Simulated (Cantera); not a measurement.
What does this Cantera script print?

```python
import numpy as np
import cantera as ct

gas_names = """
    F FO FO2 F2 F2O O O2 O3 Si SiF SiF2 SiF3 SiF4 SiO SiO2 Si2 Si3
""".split()
cond_names = """
    Si(cr) Si(L) SiO2(Lqz) SiO2(hqz) SiO2(L)
""".split()


# ... load() reads the species with a 1 bar reference pressure and builds the phases ...
atoms = {
    'SiO2': {'Si': 1, 'O': 2},
    'F2': {'F': 2},
    'O2': {'O': 2},
}
top_T = {}  # K; cautious upper limits of use, not melting points


# ... equilibrate(T, P, feed) seeds the gas with the atoms and calls Mixture.equilibrate('TP', solver="vcs", rtol=1e-11, max_steps=5000) ...
results = []
feed = {'SiO2': 1, 'F2': 4.4, 'O2': 1.1}  # mol
P = 2.9  # Pa
for T in [700, 800, 900, 1000, 1100, 1200, 1300, 1400, 1500, 1600, 1700, 1800]:
    mix = equilibrate(T, P, feed)
    results.append((T, P, feed, dict(zip(mix.species_names, mix.species_moles))))

top = {s: max(r[3][s] / sum(r[3][g] for g in gas_names) for r in results) for s in gas_names}
cols = sorted((s for s in top if top[s] > 0.0001), key=lambda s: -top[s])[:7]
seen = [c for c in cond_names if any(r[3].get(c, 0) > 1e-12 for r in results)]
print("log10 of partial pressures in bar; condensed amounts in mol")
print(f"{'T/K':>10s}" + "".join(f"{s[:9]:>10s}" for s in cols + seen))
for T, P, feed, n in results:
    ng = sum(n[g] for g in gas_names)
    print(f"{T:10.4g}" + "".join(f"{np.log10(max(n[s] / ng * P / 1e5, 1e-99)):10.3f}" for s in cols)
          + "".join(f"{n.get(c, 0):10.4g}" for c in seen))
```

It prints:

```
log10 of partial pressures in bar; condensed amounts in mol
       T/K         F        O2        F2      SiF4         O
       700    -5.353    -4.990    -5.024    -5.312   -17.941
       800    -4.860    -5.074    -5.560    -5.396   -15.635
       900    -4.764    -5.109    -6.556    -5.431   -13.823
      1000    -4.755    -5.113    -7.494    -5.435   -12.360
      1100    -4.754    -5.113    -8.276    -5.435   -11.159
      1200    -4.754    -5.113    -8.931    -5.435   -10.158
      1300    -4.754    -5.113    -9.486    -5.435    -9.309
      1400    -4.754    -5.113    -9.964    -5.435    -8.580
      1500    -4.754    -5.113   -10.379    -5.435    -7.949
      1600    -4.754    -5.114   -10.744    -5.436    -7.396
      1700    -4.755    -5.117   -11.067    -5.436    -6.908
      1800    -4.756    -5.125   -11.356    -5.438    -6.477
```

Equilibrium computed with Cantera from the NASA thermochemical tables; the gas is ideal and each condensed phase is pure.
